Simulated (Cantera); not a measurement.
What does this Cantera script print?

```python
import numpy as np
import cantera as ct

gas_names = """
    CL CLO CL2 H HCL HOCL HO2 H2 H2O H2O2 O OH O2 O3 Si SiCL SiCL2 SiCL3 SiCL4 SiH SiHCL3 SiH2 SiH2CL2
    SiH3 SiH3CL SiH4 SiO SiO2 Si2 Si3
""".split()
cond_names = """
    H2O(s) H2O(L) Si(cr) Si(L) SiO2(Lqz) SiO2(hqz) SiO2(L)
""".split()


# ... load() reads the species with a 1 bar reference pressure and builds the phases ...
atoms = {
    'SiH2Cl2': {'Si': 1, 'H': 2, 'CL': 2},
    'O2': {'O': 2},
    'H2': {'H': 2},
}
top_T = {}  # K; cautious upper limits of use, not melting points


# ... equilibrate(T, P, feed) seeds the gas with the atoms and calls Mixture.equilibrate('TP', solver="vcs", rtol=1e-11, max_steps=5000) ...
results = []
feed = {'SiH2Cl2': 1, 'O2': 5.2, 'H2': 98}  # mol
P = 100000  # Pa
for T in [1248, 1298, 1348, 1398, 1448, 1498, 1548, 1598, 1648, 1698]:
    mix = equilibrate(T, P, feed)
    results.append((T, P, feed, dict(zip(mix.species_names, mix.species_moles))))

top = {s: max(r[3][s] / sum(r[3][g] for g in gas_names) for r in results) for s in gas_names}
cols = sorted((s for s in top if top[s] > 1e-05), key=lambda s: -top[s])[:9]
seen = [c for c in cond_names if any(r[3].get(c, 0) > 1e-12 for r in results)]
print("log10 of partial pressures in bar; condensed amounts in mol")
print(f"{'T/K':>10s}" + "".join(f"{s[:9]:>10s}" for s in cols + seen))
for T, P, feed, n in results:
    ng = sum(n[g] for g in gas_names)
    print(f"{T:10.4g}" + "".join(f"{np.log10(max(n[s] / ng * P / 1e5, 1e-99)):10.3f}" for s in cols)
          + "".join(f"{n.get(c, 0):10.4g}" for c in seen))
```

Result:

```
log10 of partial pressures in bar; condensed amounts in mol
       T/K        H2       H2O       HCL         H SiO2(hqz)   SiO2(L)
      1248    -0.048    -1.076    -1.699    -6.355         1         0
      1298    -0.048    -1.076    -1.699    -5.994         1         0
      1348    -0.048    -1.076    -1.699    -5.660         1         0
      1398    -0.048    -1.076    -1.699    -5.349         1         0
      1448    -0.048    -1.076    -1.699    -5.059         1         0
      1498    -0.048    -1.076    -1.699    -4.789         1         0
      1548    -0.048    -1.076    -1.699    -4.535         1         0
      1598    -0.048    -1.076    -1.699    -4.298         1         0
      1648    -0.048    -1.076    -1.699    -4.074    0.9999         0
      1698    -0.048    -1.076    -1.699    -3.864         0    0.9997
```

Cantera equilibrium calculation (NASA polynomials, part measured and part estimated; ideal gas, pure solids and liquids). The tables hold silica as quartz up to 1696 K and as liquid above; real silica turns to tridymite and cristobalite and melts near 1996 K. Gases not in the tables: Si(OH)4.
